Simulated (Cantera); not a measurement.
A diamond (100) surface in a fixed gas of H2 with x(CH4) = 0.0038, x(H) = 0.018, at 1248 K, 0.0237 atm; coverages are run to steady state.

Detailed kinetics in Cantera: the Harris–Goodwin 1993 mechanism for the reconstructed diamond (100) surface.

One state of this run: growth (µm/h) = 0.0204; θ c6HH = 0.408; θ c6H* = 0.0437; θ c6*H = 0.511; θ c6** = 0.0379; θ c6HM = 6.46e-6. θ: site fractions in the mechanism's names (c6HH fully hydrogenated, c6H* and c6*H radical sites, c6** diradical, c6HM methylated).

Problem. Which value of x(CH3) does it belong to?
(A) 1e-06
(B) 2.4e-06
(C) 0.00099
(D) 0.00018

Solution. B, 2.4e-06
